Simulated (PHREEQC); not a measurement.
Consider water at 89 °C with 0.012 mol MgCl2, 9.1e-05 mol Na2SO4 and 0.0024 mol KCl per kg of water. Closed to the air; pH follows from the charge balance.

Model: ion-association model, phreeqc.dat, run in PHREEQC.

```tsv
quantity	before	after
MgSO4 (mol/kgw)	6.30e-5	2.82e-5
SO4-2 (mol/kgw)	2.75e-5	1.71e-5
MgOH+ (mol/kgw)	1.71e-6	1.21e-6
NaSO4- (mol/kgw)	1.57e-8	5.92e-9
HSO4- (mol/kgw)	1.32e-8	7.58e-9
SI of Halite (NaCl)	-7.11	-7.67
```

Problem. Which change was made?
(A) diluted 2-fold with water
(B) KCl from 0.0024 to 0.024 mol/kgw
(C) KCl left out
(D) temperature from 89 to 50 °C
(E) temperature from 89 to 15 °C

Solution. A, diluted 2-fold with water

This is a speciation only: nothing precipitates in the calculation. At this temperature some constants are extrapolated from 25 °C, and those without enthalpy data are left unchanged.
